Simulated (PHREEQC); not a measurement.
0.017 g of hydrous ferric oxide (600 m²/g; 0.2 weak and 0.005 strong sites per Fe, Dzombak-Morel constants, diffuse double layer) in 1 kg of water with 0.05 mol/kgw of an inert sodium salt and 7.9e-05 mol/kgw MnCl2, at 25 °C; the pH is set by adding NaOH or the inert anion's acid. No oxygen is let in. No CO2 enters from the air. Nothing may precipitate in this run.

Computed with PHREEQC (ion-association model, wateq4f.dat).

```json
[
 {"pH": "3", "Mn sorbed (%)": "0.0", "surface charge σ (C/m²)": "0.357", "surface potential ψ (mV)": "169"},
 {"pH": "3.5", "Mn sorbed (%)": "0.0", "surface charge σ (C/m²)": "0.335", "surface potential ψ (mV)": "166"},
 {"pH": "4", "Mn sorbed (%)": "0.0", "surface charge σ (C/m²)": "0.294", "surface potential ψ (mV)": "160"},
 {"pH": "4.5", "Mn sorbed (%)": "0.0", "surface charge σ (C/m²)": "0.238", "surface potential ψ (mV)": "149"},
 {"pH": "5", "Mn sorbed (%)": "0.0", "surface charge σ (C/m²)": "0.181", "surface potential ψ (mV)": "135"},
 {"pH": "5.5", "Mn sorbed (%)": "0.0", "surface charge σ (C/m²)": "0.130", "surface potential ψ (mV)": "118"},
 {"pH": "6", "Mn sorbed (%)": "0.2", "surface charge σ (C/m²)": "0.089", "surface potential ψ (mV)": "100"},
 {"pH": "6.5", "Mn sorbed (%)": "0.8", "surface charge σ (C/m²)": "0.059", "surface potential ψ (mV)": "79"},
 {"pH": "7", "Mn sorbed (%)": "1.6", "surface charge σ (C/m²)": "0.036", "surface potential ψ (mV)": "58"},
 {"pH": "7.5", "Mn sorbed (%)": "4.0", "surface charge σ (C/m²)": "0.022", "surface potential ψ (mV)": "39"},
 {"pH": "8", "Mn sorbed (%)": "10.5", "surface charge σ (C/m²)": "0.016", "surface potential ψ (mV)": "29"},
 {"pH": "8.5", "Mn sorbed (%)": "17.8", "surface charge σ (C/m²)": "0.014", "surface potential ψ (mV)": "27"},
 {"pH": "9", "Mn sorbed (%)": "22.5", "surface charge σ (C/m²)": "0.014", "surface potential ψ (mV)": "26"},
 {"pH": "9.5", "Mn sorbed (%)": "24.5", "surface charge σ (C/m²)": "0.014", "surface potential ψ (mV)": "25"},
 {"pH": "10", "Mn sorbed (%)": "25.2", "surface charge σ (C/m²)": "0.013", "surface potential ψ (mV)": "24"},
 {"pH": "10.5", "Mn sorbed (%)": "25.4", "surface charge σ (C/m²)": "0.011", "surface potential ψ (mV)": "21"},
 {"pH": "11", "Mn sorbed (%)": "25.2", "surface charge σ (C/m²)": "0.008", "surface potential ψ (mV)": "14"}
]
```

Along this series the solution becomes supersaturated in solids that the run did not let form, among them Pyrochroite. The oxide is taken as insoluble; below pH 4 it would dissolve.
